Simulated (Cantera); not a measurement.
Source: NASA polynomial tables (part measured, part estimated), evaluated in Cantera. Values are per mole of reaction as written; species without (g) are pure solids or liquids, kept so even where they would boil at 1 bar.

Question: Between 300 and 2848 K, where is each reaction favourable under standard conditions?
- 2 B + 2 NO(g) = N2(g) + B2O2(g)

Answer: 
- 2 B + 2 NO(g) = N2(g) + B2O2(g): ΔG° is -639 kJ at 300 K and -603 kJ at 2848 K; it stays negative (K > 1). ΔH° is -764 kJ and ΔS° -56 J/K at 2848 K.
